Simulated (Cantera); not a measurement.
A perfectly stirred reactor is fed with 7.68 % CH4, 0.760 % C2H6, 0.230 % C3H8, 19.2 % O2, 72.1 % N2, equivalence ratio 1.00, at 760 Torr; it is adiabatic with a 675 K inlet, and is followed from long to short residence time, starting on the burning branch (τ in s: 0.024, 0.011, 0.0046, 0.002, 0.00087, 0.00038, 0.00016, 7.2e-05, 3.1e-05, 1.4e-05).

Detailed kinetics in Cantera: GRI-Mech 3.0 (53 species, 325 reactions).

One state of this run: T (K) = 2137; x CH4 = 0.000130; x C2H6 = 3.07e-6; x C3H8 = 7.56e-7; x CH2CO = 2.31e-6; x HO2 = 5.43e-6; x C2H2 = 2.91e-6; x CO = 0.0342. x: mole fraction; the columns are a selection and need not sum to one.

**Question.** Which value of τ (s) does it belong to?
A. 0.00038
B. 0.00016
C. 7.2e-5
D. 0.0046

**Answer.** A, 0.00038
